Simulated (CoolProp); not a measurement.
Vapour-liquid equilibrium of n-hexane (1) + m-xylene (2) at 2.45 bar; x and y are mole fractions of (1).

Computed with CoolProp (multi-fluid Helmholtz-energy mixture model, Thol 2019 and Zhou 2012; pair parameters Bell 2016).

| x | bubble temperature, mixture model (K) | bubble temperature, Raoult's law (K) | y, mixture model | y, Raoult's law |
|---|---|---|---|---|
| 0.05 | [?] | 440.2 | 0.195 | 0.212 |
| 0.2 | 418.8 | 420.7 | 0.588 | 0.586 |
| 0.35 | 402.9 | 406.6 | [?] | 0.769 |
| 0.5 | 392.1 | 395.9 | 0.869 | 0.869 |
| 0.65 | [?] | 387.4 | 0.920 | 0.929 |
| 0.8 | 379.4 | 380.5 | 0.955 | 0.968 |
| 0.95 | 374.5 | 374.7 | 0.988 | 0.993 |

### Question
Fill in the missing entries.

### Answer

- 0.05, bubble temperature, mixture model (K): 440.5
- 0.35, y, mixture model: 0.777
- 0.65, bubble temperature, mixture model (K): 384.8

The largest gap from Raoult's law is -3.8 K in bubble temperature, at x = 0.5. No azeotrope shows between x = 0.05 and 0.95.

The pair parameters rest on a limited set of measurements; away from them the model extrapolates. The gap from Raoult's law changes sign with composition, which may be real or a fault of the pair parameters; it wasn't checked against measurements.
